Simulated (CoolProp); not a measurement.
Properties of carbon monoxide at several states.

Model: reference Helmholtz-energy equation of state, Lemmon 2006, in CoolProp. It is a short technical equation, of lower accuracy than the large ones.

| T (K) | p (MPa) | phase | Z | cp (kJ/(kg K)) | cv (kJ/(kg K)) | expansivity (1/kK) |
|---|---|---|---|---|---|---|
| 278.4 | 2.42 | gas | 0.9880 | 1.093 | 0.7500 | 3.901 |
| 322.8 | 1.84 | gas | 0.9982 | [?] | 0.7483 | 3.225 |
| 240.9 | 0.036 | gas | 0.9996 | [?] | [?] | 4.159 |

Question: Fill in the missing entries.

Answer: 
- 322.8, cp (kJ/(kg K)): 1.069
- 240.9, cp (kJ/(kg K)): 1.040
- 240.9, cv (kJ/(kg K)): 0.7426
